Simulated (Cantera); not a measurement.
A perfectly stirred reactor is fed with H₂ : O₂ = 0.12 : 1 (molar parts), equivalence ratio 0.060, at 2700 Pa; it is held at 1450 K, and followed from long to short residence time.

Detailed kinetics in Cantera: the H2/O2 subset of GRI-Mech 3.0, which has no nitrogen chemistry. Radical loss at walls, strong at low pressure, is not modelled. The temperature is held fixed by assumption; the heat of reaction is taken as removed at once.

```
quantity                  before    after
----------------------  --------  -------
x(H₂) at τ = 1.60 s     0.000139  0.00181
x(O₂) at τ = 1.60 s        0.884    0.850
x(HO₂) at τ = 1.60 s     1.30e-6  5.49e-7
x(H₂O₂) at τ = 1.60 s    5.21e-8  1.71e-8
x(H) at τ = 1.60 s      0.000101  0.00683
x(H₂) at τ = 0.120 s    0.000712  0.00348
x(O₂) at τ = 0.120 s       0.874    0.817
x(HO₂) at τ = 0.120 s    3.64e-6  6.16e-7
x(H₂O₂) at τ = 0.120 s   1.14e-7  1.91e-8
x(H) at τ = 0.120 s      0.00124   0.0178
```

What was changed between the two runs?
(A) pressure from 2700 Pa to 430 Pa
(B) H2 0.12 to 0.066 parts
(C) pressure from 2700 Pa to 260 Pa
(D) pressure from 2700 Pa to 1400 Pa

C, pressure from 2700 Pa to 260 Pa
